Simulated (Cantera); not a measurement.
A closed system holds: 1 mol BN, 16 mol H2O, 3.5 mol N2, held at 1798 K and 0.0190 bar.

These are equilibrium values from Cantera (NASA tables, ideal gas, pure condensed phases), not measurements of a reactor. Candidate condensed phases: B, BN, B2O3, B3O3H3, H2O; 39 gas species. Equilibrium is a limit: real reactors are often held back by kinetics, nucleation or transport.

Base state: H2O 0.682, N2 0.195, H2 0.0730, HBO2 0.0482, H 0.000690, OH 0.000424, B2O3 0.000250, BO2 3.64e-5 (mole fractions); condensed: gas only.

Task: What changes in the equilibrium state with this change: pressure from 0.0190 bar to 0.00490 bar?

Result: 
```csv
species,before,after
H2O,0.682,0.681
N2,0.195,0.195
H2,0.0730,0.0730
H,0.000690,0.00136
OH,0.000424,0.000834
HBO2,0.0482,0.0481
O,3.10e-6,1.20e-5
O2,1.28e-5,4.97e-5
NO,1.61e-5,3.16e-5
BO2,3.64e-5,7.15e-5
B2O3,0.000250,0.000249
```
